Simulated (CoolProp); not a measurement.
Vapour pressure (bar) of R227EA: the reference equation beside estimates from Tc = 101.8 °C, pc = 29.25 bar, ω = 0.358. Clausius-Clapeyron is anchored at -27.05 °C with a constant enthalpy of vaporisation of 23.17 kJ/mol.

Values from CoolProp's reference Helmholtz-energy equation of state, Lemmon 2016.

```
T (°C)  reference  Lee-Kesler  Clausius-Clapeyron  Redlich-Kwong  Soave-Redlich-Kwong  Peng-Robinson
------  ---------  ----------  ------------------  -------------  -------------------  -------------
-27.05     0.6227      0.6190              0.6227          1.451               0.6199         0.6257
-20.75     0.8342      0.8314              0.8260          1.825               0.8316         0.8356
-14.35      1.103       1.102               1.085          2.272                1.102          1.103
-7.95       1.436       1.438               1.407          2.793                1.436          1.433
-1.65       1.836       1.840               1.796          3.385                1.839          1.829
4.75        2.325       2.332               2.275          4.074                2.332          2.315
11.15       2.908       2.919               2.851          4.856                2.922          2.894
17.45       3.585       3.599               3.526          5.722                3.608          3.568
23.85       4.389       4.406               4.335          6.708                4.424          4.370
30.25       5.323       5.341               5.284          7.805                5.373          5.304
36.55       6.382       6.400               6.370          8.999                6.450          6.364
42.95       7.612       7.628               7.643          10.33                7.702          7.598
```

Absolute difference from the reference over all 12 rows, mean and median: Lee-Kesler 0.3 and 0.3 %, Clausius-Clapeyron 1.3 and 1.4 %, Redlich-Kwong 76.2 and 71.1 %, Soave-Redlich-Kwong 0.5 and 0.5 %, Peng-Robinson 0.3 and 0.4 %.
